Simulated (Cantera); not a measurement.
A freely propagating, adiabatic, planar premixed flame of H₂ : O₂ : N₂ = 1 : 0.417 : 1.57 (molar parts), unburnt at 450 K and 1130 Torr; mixture-averaged transport, grid criteria slope 0.08 and curve 0.16, no radiation.

Cantera simulation using the H2/O2 subset of GRI-Mech 3.0, which has no nitrogen chemistry; the numbers are that mechanism's predictions, not measurements. Burning velocities carry a grid error of a few per cent, more on coarse grids.

Task: How do the results move with these cheaper or finer settings: unity-Lewis-number transport; multicomponent transport; multicomponent+Soret transport; grid criteria slope 0.5, curve 1; grid criteria slope 0.25, curve 0.5; grid criteria slope 0.03, curve 0.06?

Result: 
```
setting                               laminar burning velocity  thermal thickness  peak x(H)  peak x(OH)  grid points
------------------------------------  ------------------------  -----------------  ---------  ----------  -----------
as above                                              521 cm/s           0.242 mm     0.0600      0.0148          116
unity-Lewis-number transport                          340 cm/s           0.201 mm     0.0659      0.0147          106
multicomponent transport                              511 cm/s           0.242 mm     0.0598      0.0148          116
multicomponent+Soret transport                        480 cm/s           0.236 mm     0.0576      0.0148          116
grid criteria slope 0.5, curve 1                      559 cm/s           0.297 mm     0.0606      0.0153           40
grid criteria slope 0.25, curve 0.5                   535 cm/s           0.262 mm     0.0607      0.0151           59
grid criteria slope 0.03, curve 0.06                  517 cm/s           0.236 mm     0.0598      0.0147          259
```
Unity Lewis numbers drop preferential diffusion, which matters most where H2 and H carry the flame; Soret adds thermal diffusion.
